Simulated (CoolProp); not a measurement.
Vapour-liquid equilibrium of toluene (1) + m-xylene (2) at 490.4 K; x and y are mole fractions of (1).

The numbers come from the multi-fluid Helmholtz-energy mixture model, Lemmon 2006 and Zhou 2012; pair parameters Bell 2016 in CoolProp.

**Question.** Give the bubble pressure and the first vapour's composition at x = 0.2, 0.8, 0.95. Is there an azeotrope?

**Answer.** x = 0.2: 0.6578 MPa, y = 0.293; x = 0.8: 0.9274 MPa, y = 0.858; x = 0.95: 0.9880 MPa, y = 0.965. No azeotrope shows between x = 0.05 and 0.95.

Pair parameters are fitted to limited data, so mixtures are less certain than the pure fluids.
